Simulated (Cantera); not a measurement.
**Premixed flame**

A freely propagating, adiabatic, planar premixed flame of H₂ : O₂ : N₂ = 1 : 0.208 : 0.783 (molar parts), unburnt at 450 K and 1000000 Pa; multicomponent transport, grid criteria slope 0.08 and curve 0.16, no radiation.

Detailed kinetics in Cantera: the H2/O2 subset of GRI-Mech 3.0, which has no nitrogen chemistry. The hydrogen kinetics of GRI-Mech 3.0 are dated; newer H2 mechanisms differ, most at raised pressure. Burning velocities carry a grid error of a few per cent, more on coarse grids.

```csv
z (mm),T (K),u (m/s),x H₂,x O₂,x H,x H₂O,x H₂O₂,x O
-0.0746,450,4.15,0.502,0.104,<1e-8,1.02e-7,<1e-8,<1e-8
-0.0497,450,4.15,0.502,0.104,<1e-8,1.15e-6,<1e-8,<1e-8
-0.0373,451,4.16,0.502,0.105,<1e-8,1.05e-5,6.77e-8,<1e-8
-0.0249,462,4.23,0.500,0.105,<1e-8,0.000163,1.32e-6,1.19e-7
-0.0124,612,5.46,0.480,0.105,4.76e-5,0.00785,6.71e-5,1.02e-5
-0.00622,955,8.26,0.443,0.0918,0.00215,0.0433,0.000129,0.000144
0,1333,11.3,0.394,0.0645,0.0103,0.104,5.12e-5,0.000579
0.00622,1591,13.4,0.350,0.0347,0.0204,0.163,7.69e-6,0.000780
0.0124,1733,14.5,0.324,0.0156,0.0260,0.199,2.92e-6,0.000543
0.0249,1852,15.4,0.310,0.00294,0.0261,0.224,9.70e-7,0.000184
0.0497,1932,16.0,0.312,0.000210,0.0194,0.231,2.48e-7,6.28e-5
0.0995,1990,16.5,0.316,1.30e-5,0.0121,0.232,8.85e-8,2.46e-5
0.199,2028,16.7,0.320,3.09e-6,0.00684,0.233,3.30e-8,8.15e-6
```
x: mole fraction of selected species; z is measured from the peak of heat release.

```yaml
laminar_burning_velocity: 415 cm/s
thermal_thickness: 0.0249 mm
peak x(H): 0.0271
peak x(H₂O₂): 0.000131
peak x(O): 0.000788
grid_points: 116
```
